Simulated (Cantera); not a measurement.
A closed system holds: 1 mol SiH₄, 1.4 mol N₂O, 100 mol N₂, 1.9 mol NO, held at 1175 K and 3.20 mbar.

Equilibrium computed with Cantera from the NASA thermochemical tables; the gas is ideal and each condensed phase is pure. Candidate condensed phases: H₂O, Si, SiO₂, Si₂N₂O, Si₃N₄; 35 gas species. The tables hold silica as quartz up to 1696 K and as liquid above; real silica turns to tridymite and cristobalite and melts near 1996 K. Equilibrium is a limit: real reactors are often held back by kinetics, nucleation or transport.

Base state: N₂ 0.981, H₂O 0.0125, H₂ 0.00671 (mole fractions); condensed: SiO₂(β-quartz).

Task: What changes in the equilibrium state with this change: N₂O from 1.4 to 6.3 mol?

Result: 
```csv
species,before,after
N₂,0.981,0.963
O₂,<1e-9,0.0188
H₂O,0.0125,0.0180
H₂,0.00671,1.73e-8
NO,<1e-9,5.33e-5
"SiO₂(β-quartz), mol",1.00,1.00
```

Task: What changes in the equilibrium state with this change: SiH₄ replaced by Si₂H₆?

Result: 
| species | before | after |
|---|---|---|
| N₂ | 0.981 | 0.971 |
| H₂ | 0.00671 | 0.0285 |
| H₂O | 0.0125 | 1.31e-6 |
| SiO₂(β-quartz), mol | 1.00 | 1.53 |
| Si₂N₂O(s), mol | 0 | 0.233 |
The feed counts by its element totals alone. Mutual solubility and eutectic melting of coexisting phases are not modelled.

Task: What changes in the equilibrium state with this change: 1.2 mol CO₂ added?

Result: 
| species | before | after |
|---|---|---|
| N₂ | 0.981 | 0.970 |
| H₂O | 0.0125 | 0.0151 |
| CO₂ | 0 | 0.00858 |
| H₂ | 0.00671 | 0.00384 |
| CO | 0 | 0.00279 |
| SiO₂(β-quartz), mol | 1.00 | 1.00 |
Further candidate phases: C, C₆H₆, C₇H₈, C₈H₁₈, SiC.
